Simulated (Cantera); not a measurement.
**Stirred combustor or abatement burner**

A perfectly stirred reactor is fed with 4.70 % CH₄, 20.0 % O₂, 75.3 % N₂, equivalence ratio 0.47, at 3.00 bar; it is adiabatic with a 675 K inlet, and is followed from long to short residence time, starting on the burning branch (τ in s: 0.02, 0.0091, 0.0042, 0.0019, 0.00087, 0.0004, 0.00018, 8.3e-05, 3.8e-05, 1.7e-05, 7.9e-06, 3.6e-06).

Model: GRI-Mech 3.0 (53 species, 325 reactions), integrated in Cantera.

```json
[
 {"τ (s)": "0.020", "T (K)": "1722", "x CH₄": "2.52e-5", "x O₂": "0.106", "x HO₂": "3.27e-6", "x H₂O": "0.0936", "x CO": "0.000386", "x CO₂": "0.0466"},
 {"τ (s)": "0.0091", "T (K)": "1718", "x CH₄": "4.24e-5", "x O₂": "0.106", "x HO₂": "5.33e-6", "x H₂O": "0.0934", "x CO": "0.000672", "x CO₂": "0.0463"},
 {"τ (s)": "0.0042", "T (K)": "1712", "x CH₄": "7.08e-5", "x O₂": "0.107", "x HO₂": "8.72e-6", "x H₂O": "0.0931", "x CO": "0.00116", "x CO₂": "0.0457"},
 {"τ (s)": "0.0019", "T (K)": "1702", "x CH₄": "0.000121", "x O₂": "0.107", "x HO₂": "1.45e-5", "x H₂O": "0.0927", "x CO": "0.00203", "x CO₂": "0.0448"},
 {"τ (s)": "0.00087", "T (K)": "1684", "x CH₄": "0.000213", "x O₂": "0.108", "x HO₂": "2.41e-5", "x H₂O": "0.0921", "x CO": "0.00357", "x CO₂": "0.0431"},
 {"τ (s)": "0.00040", "T (K)": "1654", "x CH₄": "0.000402", "x O₂": "0.110", "x HO₂": "4.07e-5", "x H₂O": "0.0911", "x CO": "0.00637", "x CO₂": "0.0400"},
 {"τ (s)": "0.00018", "T (K)": "1581", "x CH₄": "0.00111", "x O₂": "0.115", "x HO₂": "8.32e-5", "x H₂O": "0.0887", "x CO": "0.0132", "x CO₂": "0.0321"},
 {"τ (s)": "8.3e-5", "T (K)": "675", "x CH₄": "0.0470", "x O₂": "0.200", "x HO₂": "<1e-12", "x H₂O": "<1e-12", "x CO": "<1e-12", "x CO₂": "<1e-12"},
 {"τ (s)": "3.8e-5", "T (K)": "675", "x CH₄": "0.0470", "x O₂": "0.200", "x HO₂": "<1e-12", "x H₂O": "<1e-12", "x CO": "<1e-12", "x CO₂": "<1e-12"},
 {"τ (s)": "1.7e-5", "T (K)": "675", "x CH₄": "0.0470", "x O₂": "0.200", "x HO₂": "<1e-12", "x H₂O": "<1e-12", "x CO": "<1e-12", "x CO₂": "<1e-12"},
 {"τ (s)": "7.9e-6", "T (K)": "675", "x CH₄": "0.0470", "x O₂": "0.200", "x HO₂": "<1e-12", "x H₂O": "<1e-12", "x CO": "<1e-12", "x CO₂": "<1e-12"},
 {"τ (s)": "3.6e-6", "T (K)": "675", "x CH₄": "0.0470", "x O₂": "0.200", "x HO₂": "<1e-12", "x H₂O": "<1e-12", "x CO": "<1e-12", "x CO₂": "<1e-12"}
]
```
x: mole fraction; the columns are a selection and need not sum to one.
